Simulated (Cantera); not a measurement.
A Cantera script and its output.

```python
import numpy as np
import cantera as ct

gas = ct.Solution("gri30.yaml")
gas.TPX = 1198, 91000, {'H2': 0.7, 'O2': 1, 'N2': 0.77}
inlet = ct.Reservoir(gas, clone=True)

reactor = ct.IdealGasConstPressureReactor(gas, energy="off", clone=False)
exhaust = ct.Reservoir(gas, clone=True)
tau = [4.5, 1.2, 0.3, 0.076, 0.02, 0.005, 0.0013, 0.00033][0]
for a, b in ((inlet, reactor), (reactor, exhaust)):
    ct.MassFlowController(a, b, mdot=lambda t: reactor.mass / tau)
net = ct.ReactorNet([reactor])
show = ['H2', 'O2', 'NO2', 'O', 'NO', 'HO2']

rows = []
print(f"{'tau/s':>10s}{'T/K':>9s}" + "".join(f"{s:>11s}" for s in show))
for tau in [4.5, 1.2, 0.3, 0.076, 0.02, 0.005, 0.0013, 0.00033]:
    net.initial_time = 0.0
    net.advance(30 * tau)
    before = gas.X
    net.advance(40 * tau)
    drift = np.max(np.abs(gas.X - before) / (gas.X + 1e-9))
    rows.append([gas.T, *gas[show].X, drift])
    print(f"{tau:10.3e}{gas.T:9.1f}" + "".join(f"{x:11.3e}" for x in gas[show].X))
```

Result:

```
     tau/s      T/K         H2         O2        NO2          O         NO        HO2
 4.500e+00   1198.0  1.193e-04  3.066e-01  1.567e-08  1.068e-06  3.696e-08  5.668e-06
 1.200e+00   1198.0  3.119e-04  3.067e-01  1.982e-08  3.166e-06  4.192e-08  1.398e-05
 3.000e-01   1198.0  8.116e-04  3.068e-01  1.530e-08  1.003e-05  3.945e-08  3.271e-05
 7.600e-02   1198.0  1.951e-03  3.072e-01  8.063e-09  2.999e-05  3.259e-08  6.717e-05
 2.000e-02   1198.0  4.149e-03  3.078e-01  3.778e-09  8.178e-05  2.873e-08  1.179e-04
 5.000e-03   1198.0  8.159e-03  3.090e-01  2.172e-09  2.209e-04  3.763e-08  1.839e-04
 1.300e-03   1198.0  1.487e-02  3.110e-01  1.692e-09  5.536e-04  7.284e-08  2.544e-04
 3.300e-04   1198.0  2.697e-02  3.144e-01  1.369e-09  1.330e-03  1.589e-07  3.223e-04
```

Detailed kinetics in Cantera: GRI-Mech 3.0 (53 species, 325 reactions). The temperature is held fixed by assumption; the heat of reaction is taken as removed at once.
